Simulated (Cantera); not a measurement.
Input: 1 mol borazine, 0.29 mol NH3, equilibrated at 47.0 mbar.

These are equilibrium values from Cantera (NASA tables, ideal gas, pure condensed phases), not measurements of a reactor. Candidate condensed phases: B, BN; 15 gas species. The feed counts by its element totals alone. Mutual solubility and eutectic melting of coexisting phases are not modelled. Gases not in the tables: B2H6 and higher boranes. Kinetics and transport are ignored.

Task: Which condensed phases are stable at each of these points (T (°C)): 1402, 1452, 1502, 1552, 1602, 1652, 1702, 1752, 1802, 1852, 1902, 1952?

Result: 
```json
[
 {"T (°C)": "1402", "condensed phases": "BN(s)", "B condensed (%)": "100.0"},
 {"T (°C)": "1452", "condensed phases": "BN(s)", "B condensed (%)": "100.0"},
 {"T (°C)": "1502", "condensed phases": "BN(s)", "B condensed (%)": "100.0"},
 {"T (°C)": "1552", "condensed phases": "BN(s)", "B condensed (%)": "100.0"},
 {"T (°C)": "1602", "condensed phases": "BN(s)", "B condensed (%)": "100.0"},
 {"T (°C)": "1652", "condensed phases": "BN(s)", "B condensed (%)": "100.0"},
 {"T (°C)": "1702", "condensed phases": "BN(s)", "B condensed (%)": "100.0"},
 {"T (°C)": "1752", "condensed phases": "BN(s)", "B condensed (%)": "100.0"},
 {"T (°C)": "1802", "condensed phases": "BN(s)", "B condensed (%)": "100.0"},
 {"T (°C)": "1852", "condensed phases": "BN(s)", "B condensed (%)": "99.9"},
 {"T (°C)": "1902", "condensed phases": "BN(s)", "B condensed (%)": "99.9"},
 {"T (°C)": "1952", "condensed phases": "B(s) + BN(s)", "B condensed (%)": "99.8"}
]
```

From 1402 °C to 1902 °C the condensed part is BN(s). At 1952 °C the condensed part is B(s) + BN(s).
